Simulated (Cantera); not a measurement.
Input: 1 mol SiH4, 0.0091 mol C3H8, 15 mol H2, held at 2023.15 K and 0.0710 bar.

These are equilibrium values from Cantera (NASA tables, ideal gas, pure condensed phases), not measurements of a reactor. Candidate condensed phases: C, C6H6, C7H8, C8H18, Si, SiC; 87 gas species. Mutual solubility and eutectic melting of coexisting phases are not modelled. Gases not in the tables: Si2H6 and higher silanes. Kinetics and transport are ignored.

Base state: H2 0.992, H 0.00711, Si 0.000803, SiH 0.000137, SiH2 0.000120, Si2C 2.42e-5 (mole fractions); condensed: Si(l) + SiC(s).

Q: What changes in the equilibrium state with this change: pressure from 0.0710 bar to 0.160 bar?

A: 
```tsv
species	before	after
H2	0.992	0.995
H	0.00711	0.00474
Si	0.000803	0.000356
Si2C	2.42e-5	1.08e-5
SiH	0.000137	9.14e-5
SiH2	0.000120	0.000120
Si(l), mol	0.954	0.963
SiC(s), mol	0.0267	0.0269
```
